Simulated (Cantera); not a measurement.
An isothermal, constant-pressure homogeneous reactor starts with H2 : O2 : N2 = 0.088 : 1 : 3.3 (molar parts), at 1450 K and 0.00227 atm.

Detailed kinetics in Cantera: GRI-Mech 3.0 (53 species, 325 reactions). Radical loss at walls, strong at low pressure, is not modelled.

Problem. Predict: x(H2) at 20.0 s; x(O2) at 20.0 s; x(N2O) at 20.0 s; x(H) at 20.0 s; x(HO2) at 20.0 s; x(H2O) at 20.0 s.

Solution. 
```json
{
 "x(H2) at 20.0 s": "0.000141 (gas-phase equilibrium 8.57e-7)",
 "x(O2) at 20.0 s": "0.218 (gas-phase equilibrium 0.220)",
 "x(N2O) at 20.0 s": "2.55e-9 (gas-phase equilibrium 2.81e-9)",
 "x(H) at 20.0 s": "0.000406 (gas-phase equilibrium 1.84e-7)",
 "x(HO2) at 20.0 s": "4.53e-8 (gas-phase equilibrium 1.37e-8)",
 "x(H2O) at 20.0 s": "0.0192 (gas-phase equilibrium 0.0202)"
}
```
